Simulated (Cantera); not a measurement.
A closed system holds: 1 mol trisilylamine, a varied amount of NH3, at 1775 K and 4300 Pa.

Method: chemical equilibrium by Gibbs-energy minimisation in Cantera with the NASA 1993 tables (ideal gas, pure condensed phases). Candidate condensed phases: Si, Si3N4; 18 gas species. The feed counts by its element totals alone. Mutual solubility and eutectic melting of coexisting phases are not modelled. Gases not in the tables: Si2H6 and higher silanes. Kinetics and transport are ignored.

Question: Which condensed phases are stable at each of these points (n(NH3) (mol)): 0.3, 0.38, 0.49, 0.63, 0.81, 1, 1.3?

Answer: 
```csv
n(NH3) (mol),condensed phases,Si condensed (%)
0.3,Si(l),100.0
0.38,Si(l),100.0
0.49,Si(l),100.0
0.63,Si(l),100.0
0.81,Si(l) + Si3N4(s),100.0
1,Si(l) + Si3N4(s),100.0
1.3,Si(l) + Si3N4(s),100.0
```

From 0.3 mol NH3 to 0.63 mol NH3 the condensed part is Si(l). From 0.81 mol NH3 to 1.3 mol NH3 the condensed part is Si(l) + Si3N4(s).
